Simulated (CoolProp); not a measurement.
R365MFC at several states: Z from the reference equation and from simpler models built on Tc = 460.0 K, pc = 3.266 MPa, ω = 0.377; each cubic takes its own stable root.

Computed with CoolProp (reference Helmholtz-energy equation of state, Lemmon 2016).

```tsv
T (K)	p (MPa)	phase	reference	van der Waals	Redlich-Kwong
409.2	11.8	liquid	?	?	?
251.6	0.0466	liquid	?	0.9829	0.002763
468.9	0.0205	gas	0.9978	0.9982	0.9980
309.5	0.148	liquid	0.006909	0.9650	?
377.1	5.97	liquid	?	?	0.2930
```

**Question.** Some entries are withheld; supply them.

**Answer.** 
- 409.2, reference: 0.4887
- 409.2, van der Waals: 0.7195
- 409.2, Redlich-Kwong: 0.5412
- 251.6, reference: 0.002439
- 309.5, Redlich-Kwong: 0.9517
- 377.1, reference: 0.2570
- 377.1, van der Waals: 0.4023

At some of these states van der Waals, Redlich-Kwong gives the other phase, because its saturation line lies elsewhere.
